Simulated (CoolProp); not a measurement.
Vapour pressure (bar) of R1234yf: the reference equation beside estimates from Tc = 367.8 K, pc = 33.84 bar, ω = 0.276. Clausius-Clapeyron is anchored at 259.6 K with a constant enthalpy of vaporisation of 19.60 kJ/mol.

Model: reference Helmholtz-energy equation of state, Lemmon 2022, in CoolProp.

```csv
T (K),reference,Lee-Kesler,Clausius-Clapeyron,van der Waals,Redlich-Kwong,Soave-Redlich-Kwong,Peng-Robinson
181.6,0.02110,0.01979,0.03930,0.8624,0.06396,0.02038,0.02216
201.1,0.09673,0.09238,0.1384,1.681,0.2429,0.09414,0.09874
220.6,0.3238,0.3155,0.3900,2.932,0.6894,0.3183,0.3257
240.1,0.8628,0.8548,0.9288,4.702,1.593,0.8564,0.8621
259.6,1.942,1.945,1.942,7.071,3.169,1.944,1.936
279,3.834,3.862,3.651,10.09,5.625,3.866,3.826
298.5,6.894,6.948,6.340,13.85,9.202,6.989,6.898
318,11.50,11.56,10.29,18.39,14.10,11.69,11.54
337.5,18.09,18.15,15.79,23.76,20.49,18.39,18.21
357,27.24,27.31,23.13,29.99,28.57,27.53,27.41
```

Absolute difference from the reference over all 10 rows, mean and median: Lee-Kesler 1.7 and 0.8 %, Clausius-Clapeyron 20.9 and 11.6 %, van der Waals 750.5 and 213.6 %, Redlich-Kwong 73.6 and 54.9 %, Soave-Redlich-Kwong 1.5 and 1.5 %, Peng-Robinson 1.0 and 0.5 %.
